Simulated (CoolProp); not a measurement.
Vapour pressure (bar) of dodecamethylcyclohexasiloxane (D6): the reference equation beside estimates from Tc = 645.8 K, pc = 9.614 bar, ω = 0.736.

Model: reference Helmholtz-energy equation of state, Colonna 2008, in CoolProp. It is a short technical equation, of lower accuracy than the large ones.

```json
[
 {"T (K)": "514.6", "reference": "0.9366", "Redlich-Kwong": "[?]", "Soave-Redlich-Kwong": "0.9642"},
 {"T (K)": "523.8", "reference": "1.148", "Redlich-Kwong": "2.607", "Soave-Redlich-Kwong": "1.185"},
 {"T (K)": "532.9", "reference": "1.392", "Redlich-Kwong": "[?]", "Soave-Redlich-Kwong": "[?]"},
 {"T (K)": "542.1", "reference": "[?]", "Redlich-Kwong": "[?]", "Soave-Redlich-Kwong": "1.742"},
 {"T (K)": "551.3", "reference": "2.010", "Redlich-Kwong": "3.689", "Soave-Redlich-Kwong": "2.090"},
 {"T (K)": "560.5", "reference": "2.392", "Redlich-Kwong": "4.110", "Soave-Redlich-Kwong": "[?]"},
 {"T (K)": "569.7", "reference": "2.829", "Redlich-Kwong": "4.562", "Soave-Redlich-Kwong": "[?]"},
 {"T (K)": "578.8", "reference": "3.321", "Redlich-Kwong": "5.041", "Soave-Redlich-Kwong": "3.455"},
 {"T (K)": "588", "reference": "3.887", "Redlich-Kwong": "5.557", "Soave-Redlich-Kwong": "4.039"},
 {"T (K)": "597.2", "reference": "4.530", "Redlich-Kwong": "6.108", "Soave-Redlich-Kwong": "4.695"}
]
```

Some entries are withheld; supply them.


- 514.6, Redlich-Kwong: 2.300
- 532.9, Redlich-Kwong: 2.937
- 532.9, Soave-Redlich-Kwong: 1.441
- 542.1, reference: 1.679
- 542.1, Redlich-Kwong: 3.298
- 560.5, Soave-Redlich-Kwong: 2.489
- 569.7, Soave-Redlich-Kwong: 2.944

Absolute difference from the reference over all 10 rows, mean and median: Redlich-Kwong 82.6 and 77.7 %, Soave-Redlich-Kwong 3.7 and 3.8 %.
